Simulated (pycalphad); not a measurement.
All values are pycalphad results on the COST 507 light-alloy database (1999) (1 atm), not direct measurements. These are 1990s assessments: newer ones move some temperatures and phases.

## Si-75.5Al-16.7Fe (at.%): equilibrium cooling sequence

| T (K) | phases above | phases below |
|---|---|---|
| 1333.8 | LIQUID | AL13FE4 + LIQUID |
| 1080.4 | AL13FE4 + LIQUID | AL13FE4 + ALFESI_GAMMA + LIQUID |
| 1024.3 | AL13FE4 + ALFESI_GAMMA + LIQUID | AL13FE4 + ALFESI_ALPHA + LIQUID |
| 965.4 | AL13FE4 + ALFESI_ALPHA + LIQUID | ALFESI_ALPHA + LIQUID |
| 894.7 | ALFESI_ALPHA + LIQUID | ALFESI_ALPHA + FCC_A1 + LIQUID |
| 892.6 | ALFESI_ALPHA + FCC_A1 + LIQUID | ALFESI_ALPHA + ALFESI_BETA + FCC_A1 |
| 713.7 | ALFESI_ALPHA + ALFESI_BETA + FCC_A1 | ALFESI_ALPHA + FCC_A1 |

Changes were sought between steps of 75 K, so a narrower field can be missed.

Database names, with the compositions (at.%) that they take in these runs: AL13FE4: Al 73-75 Fe 24 Si 1-3; ALFESI_GAMMA: Al 60 Si 20 Fe 20; ALFESI_ALPHA: Al 72 Fe 19 Si 8; ALFESI_BETA: Al 70 Si 15 Fe 15. FCC_A1 is fcc.
